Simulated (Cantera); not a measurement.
## Equilibrium for hydrogen reduction and annealing atmospheres: TiO₂ + H₂ + H₂O

Feed: 1 mol TiO₂, 310 mol H₂, 4.6 mol H₂O, equilibrated at 101000 Pa.

Cantera equilibrium calculation (NASA polynomials, part measured and part estimated; ideal gas, pure solids and liquids). Candidate condensed phases: H₂O, Ti, TiO, TiO₂, Ti₂O₃, Ti₃O₅, Ti₄O₇; 12 gas species. Condensed phases not in the tables: Magnéli phases beyond Ti₄O₇. Gases not in the tables: TiO(OH)₂. Rates play no part.

From 1323 K to 1423 K the condensed part is TiO₂(rutile). From 1523 K to 1623 K the condensed part is Ti₄O₇(s). From 1723 K to 2023 K the condensed part is Ti₃O₅(s). From 2123 K to 2223 K the condensed part is Ti₃O₅(l).

```tsv
T (K)	x H₂	x H₂O	x H	x OH	x TiO	x TiO₂	x O	n TiO₂(rutile)	n Ti₄O₇(s)	n Ti₃O₅(s)	n Ti₃O₅(l)
1323	0.985	0.0146	1.56e-6	3.36e-10	<1e-12	<1e-12	<1e-12	1.00	0	0	0
1423	0.985	0.0146	6.55e-6	2.11e-9	<1e-12	<1e-12	<1e-12	1.00	0	0	0
1523	0.985	0.0154	2.28e-5	1.10e-8	<1e-12	1.99e-12	<1e-12	0	0.250	0	0
1623	0.985	0.0154	6.81e-5	4.47e-8	6.37e-12	3.37e-11	2.55e-12	0	0.250	0	0
1723	0.984	0.0157	0.000180	1.57e-7	1.17e-10	3.94e-10	2.28e-11	0	0	0.333	0
1823	0.984	0.0157	0.000427	4.73e-7	1.53e-9	3.39e-9	1.58e-10	0	0	0.333	0
1923	0.983	0.0157	0.000928	1.27e-6	1.50e-8	2.30e-8	8.97e-10	0	0	0.333	0
2023	0.982	0.0157	0.00187	3.11e-6	1.17e-7	1.28e-7	4.29e-9	0	0	0.333	0
2123	0.981	0.0156	0.00353	6.96e-6	6.62e-7	5.36e-7	1.78e-8	0	0	0	0.333
2223	0.978	0.0156	0.00629	1.45e-5	3.04e-6	1.87e-6	6.48e-8	0	0	0	0.333
```
x: gas mole fraction; n: condensed amount in mol.
